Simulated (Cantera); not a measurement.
Gas mixture: C₃H₈ = 0.25 (molar parts), at 2670 Pa, frozen composition.

Cantera's kinetic-theory transport with the Lennard-Jones parameters of GRI-Mech 3.0, ideal gas; thermal conductivity in the mixture-averaged form. The composition is frozen, though it would react at the higher temperatures.

One state of this run: ρ (kg/m³) = 0.0202; cp (J/kg/K) = 3237; μ (µPa s) = 17.5; λ (mW/m/K) = 75.0; Pr = 0.757; D (cm²/s) NH₃ = 22.0; D (cm²/s) H₂O = 22.7; D (cm²/s) H₂ = 76.3. D: mixture-averaged diffusion coefficient of that species in the mixture.

Which value of T (K) does it belong to?
A) 1000
B) 900
C) 700
D) 500

C, 700
